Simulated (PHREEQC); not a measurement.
Model water analysis in mg/kgw, 25 °C, pH 7.3, pe 10.1:

```tsv
constituent	mg/kgw
Na	185
K	58.3
Ca	316
Mg	21.5
Cl	632
S(6) as SO4	399
Alkalinity as HCO3	109
Cd	11.2
Ba	2.75
N(5) as NO3	15.5
Pb	160
O(0) (dissolved oxygen)	4.68
```

Valence states are taken as typed.

Equilibrium calculation in PHREEQC: ion-association model, phreeqc.dat.

The ionic strength is 0.0357 mol/kgw and the specific conductance is 2790 µS/cm. The charge-balance error is 1.4 %.

```json
[
 {"species": "Cl-", "molality": "0.0177", "activity": "0.0148", "log γ": "-0.078"},
 {"species": "Na+", "molality": "0.00799", "activity": "0.00673", "log γ": "-0.074"},
 {"species": "Ca+2", "molality": "0.00692", "activity": "0.00356", "log γ": "-0.288"},
 {"species": "SO4-2", "molality": "0.00294", "activity": "0.00149", "log γ": "-0.296"},
 {"species": "K+", "molality": "0.00148", "activity": "0.00123", "log γ": "-0.079"},
 {"species": "CaSO4", "molality": "0.000935", "activity": "0.000943", "log γ": "0.004"},
 {"species": "Mg+2", "molality": "0.000746", "activity": "0.000391", "log γ": "-0.280"},
 {"species": "HCO3-", "molality": "0.000657", "activity": "0.000557", "log γ": "-0.072"}
]
```

No solid was allowed to form. Saturation is exceeded, for instance for Cerussite, Pb(OH)2; the values hold only as long as no solid forms.
